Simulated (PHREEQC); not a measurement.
Solution (25 °C): 0.00242 mol CaSO4, 0.0045 mol Na2SO4 and 4.5e-05 mol NaCl per kg of water. Closed to the air; pH follows from the charge balance.

Model: ion-association model, phreeqc.dat, run in PHREEQC.

**Question.** The ionic strength comes out as 0.0203 mol/kgw. What activity coefficients do SO4-2, Cl-, NaSO4-, Na+, Ca+2 get?

**Answer.** SO4-2 0.58, Cl- 0.87, NaSO4- 0.87, Na+ 0.87, Ca+2 0.59.

This is a speciation only: nothing precipitates in the calculation.
